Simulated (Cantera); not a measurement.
## Stirred combustor or abatement burner

A perfectly stirred reactor is fed with CH4 : C2H6 : C3H8 : O2 : N2 = 1 : 0.09 : 0.93 : 5.8 : 21.8 (molar parts), equivalence ratio 1.2, at 3.60 bar; it is adiabatic with a 475 K inlet, and is followed from long to short residence time, starting on the burning branch (τ in s: 0.025, 0.015, 0.0094, 0.0057, 0.0035, 0.0021, 0.0013, 0.00077, 0.00047, 0.00028, 0.00017, 0.0001, 6.4e-05).

Model: GRI-Mech 3.0 (53 species, 325 reactions), integrated in Cantera. GRI-Mech 3.0 was tuned for natural gas; its chemistry of propane as a main component is partial and can be far from experiment.

```
τ (s)    T (K)     x CH4   x C2H6   x C3H8    x HCO   x C2H4       x O      x NO
-------  -----  --------  -------  -------  -------  -------  --------  --------
0.025     2294   8.40e-6  1.98e-8  1.84e-7  8.57e-8  9.67e-7   6.30e-5  0.000413
0.015     2289   1.06e-5  3.16e-8  2.87e-7  1.18e-7  1.41e-6   8.28e-5  0.000437
0.0094    2284   1.29e-5  4.81e-8  4.26e-7  1.64e-7  1.98e-6  0.000108  0.000456
0.0057    2277   1.60e-5  7.48e-8  6.44e-7  2.38e-7  2.79e-6  0.000146  0.000472
0.0035    2269   1.97e-5  1.15e-7  9.57e-7  3.50e-7  3.88e-6  0.000196  0.000482
0.0021    2258   2.49e-5  1.78e-7  1.44e-6  5.34e-7  5.45e-6  0.000267  0.000484
0.0013    2246   3.17e-5  2.69e-7  2.11e-6  8.05e-7  7.49e-6  0.000352  0.000476
0.00077   2231   4.24e-5  4.23e-7  3.22e-6  1.27e-6  1.06e-5  0.000470  0.000458
0.00047   2213   5.76e-5  6.49e-7  4.80e-6  1.98e-6  1.49e-5  0.000603  0.000429
0.00028   2192   8.22e-5  1.03e-6  7.40e-6  3.18e-6  2.16e-5  0.000760  0.000389
0.00017   2167  0.000121  1.63e-6  1.15e-5  5.06e-6  3.19e-5  0.000917  0.000342
0.00010   2137  0.000193  2.77e-6  1.89e-5  8.36e-6  5.11e-5   0.00106  0.000285
6.4e-5    2105  0.000304  4.54e-6  3.01e-5  1.29e-5  8.19e-5   0.00114  0.000230
```
x: mole fraction; the columns are a selection and need not sum to one.
